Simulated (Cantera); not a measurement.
A freely propagating, adiabatic, planar premixed flame of H₂ : O₂ : N₂ = 1 : 0.676 : 2.97 (molar parts), equivalence ratio 0.74, unburnt at 623 K and 1650 Torr; unity-Lewis-number transport, grid criteria slope 0.08 and curve 0.16, no radiation.

Cantera simulation using the H2/O2 subset of GRI-Mech 3.0, which has no nitrogen chemistry; the numbers are that mechanism's predictions, not measurements. The hydrogen kinetics of GRI-Mech 3.0 are dated; newer H2 mechanisms differ, most at raised pressure. Unity Lewis numbers drop preferential diffusion, which matters most where H2 and H carry the flame. Burning velocities carry a grid error of a few per cent, more on coarse grids.

Q: Predict: laminar burning velocity; thermal thickness; peak x(H); peak x(O); peak x(H₂O₂); peak x(OH).

A: 
```json
{
  "laminar_burning_velocity": "385 cm/s",
  "thermal_thickness": "0.128 mm",
  "peak x(H)": "0.0284",
  "peak x(O)": "0.0108",
  "peak x(H₂O₂)": "1.72e-5",
  "peak x(OH)": "0.0131"
}
```
